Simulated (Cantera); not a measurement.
An adiabatic, constant-pressure homogeneous reactor starts with CH₄ : O₂ : N₂ = 1 : 1.54 : 5.78 (molar parts), at 1225 K and 500000 Pa.

Detailed kinetics in Cantera: GRI-Mech 3.0 (53 species, 325 reactions).

x: mole fraction; the columns are a selection and need not sum to one.

```csv
t (s),T (K),x CH₄,x O₂,x C₂H,x CH₂O,x NO
2.00e-6,1225,0.120,0.185,<1e-12,1.02e-10,<1e-12
5.87e-6,1225,0.120,0.185,<1e-12,8.98e-10,<1e-12
1.72e-5,1225,0.120,0.185,<1e-12,?,<1e-12
5.05e-5,1225,0.120,0.185,<1e-12,?,<1e-12
0.000148,1225,0.120,0.185,<1e-12,?,<1e-12
0.000435,1225,0.120,0.185,<1e-12,?,<1e-12
0.00128,1226,0.120,0.185,<1e-12,?,<1e-12
0.00374,1229,0.119,0.184,<1e-12,?,<1e-12
0.0110,2706,<1e-12,0.000896,<1e-12,5.52e-9,0.00187
0.0322,2706,<1e-12,0.000894,<1e-12,5.53e-9,0.00191
0.0945,2706,<1e-12,0.000894,<1e-12,5.53e-9,0.00191
0.277,2706,<1e-12,0.000894,<1e-12,5.53e-9,0.00191
0.813,2706,<1e-12,0.000894,<1e-12,5.53e-9,0.00191
2.39,2706,<1e-12,0.000894,<1e-12,5.53e-9,0.00191
7.00,2706,<1e-12,0.000894,<1e-12,5.53e-9,0.00191
```

What belongs in the gaps?


- 1.72e-5, x CH₂O: 8.15e-9
- 5.05e-5, x CH₂O: 8.21e-8
- 0.000148, x CH₂O: 1.06e-6
- 0.000435, x CH₂O: 1.35e-5
- 0.00128, x CH₂O: 7.59e-5
- 0.00374, x CH₂O: 0.000385
